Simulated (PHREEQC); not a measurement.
Metal-bearing waste water (model solution)

A solution holds 0.012 mol/kgw FeCl3, 0.001 mol/kgw CaCl2, 0.00017 mol/kgw NaF and 0.2 mol/kgw Na2SO4, at 25 °C. It is in equilibrium with CO2 at log p = 0 (atm). Otherwise closed; pH follows from the charge balance.

All values are PHREEQC results (ion-association model, phreeqc.dat), not measurements.

Each row changes one thing in this solution. Precipitation was switched off in this run.

```
case                                  pH  ionic strength (mol/kgw)  Na+ (mol/kgw)  FeOH+2 (mol/kgw)  Ca+2 (mol/kgw)  Fe(OH)2+ (mol/kgw)  SI of Fe(OH)3(a) (Fe(OH)3)  SI of Halite (NaCl)
----------------------------------  ----  ------------------------  -------------  ----------------  --------------  ------------------  --------------------------  -------------------
as made                             3.36                     0.500          0.350          0.000970        0.000467            0.000228                       +0.33                -3.78
diluted 5-fold with water           3.46                     0.113         0.0756          0.000404        0.000113            0.000180                       +0.39                -5.04
FeCl3 from 0.012 to 0.0024 mol/kgw  3.74                     0.495          0.347          0.000347        0.000450            0.000196                       +0.65                -4.40
Na2SO4 from 0.2 to 0.18 mol/kgw     3.34                     0.456          0.318          0.000961        0.000475            0.000219                       +0.30                -3.82
Na2SO4 left out                     2.31                    0.0628       0.000170           0.00277         0.00100             9.84e-5                       -1.01                -6.97
diluted 10-fold with water          3.50                    0.0584         0.0385          0.000270         6.20e-5            0.000153                       +0.38                -5.59
Na2SO4 from 0.2 to 0.1 mol/kgw      3.21                     0.271          0.183          0.000967        0.000527            0.000188                       +0.12                -4.02
Na2SO4 from 0.2 to 0.04 mol/kgw     2.99                     0.123         0.0769           0.00114        0.000645            0.000168                       -0.11                -4.34
```

Some of these states are supersaturated (in Fe(OH)3(a), Hematite (slow to form), Goethite (slow to form), for instance). Fluoro complexes past AlF4- and FeF3 are missing from the database.
